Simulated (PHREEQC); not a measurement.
A solution holds 0.27 mol/kgw HCl, 8.6e-05 mol/kgw Al2(SO4)3 and 0.00034 mol/kgw Na2SO4, at 75 °C. Closed to the air; pH follows from the charge balance.

All values are PHREEQC results (ion-association model, wateq4f.dat), not measurements.

Question: The ionic strength comes out as 0.271 mol/kgw. What activity coefficients do Na+, Al+3, Cl-, SO4-2, H+ get?

Answer: Na+ 0.70, Al+3 0.094, Cl- 0.66, SO4-2 0.23, H+ 0.77.

This is a speciation only: nothing precipitates in the calculation. Constants without temperature data keep their 25 °C values here.
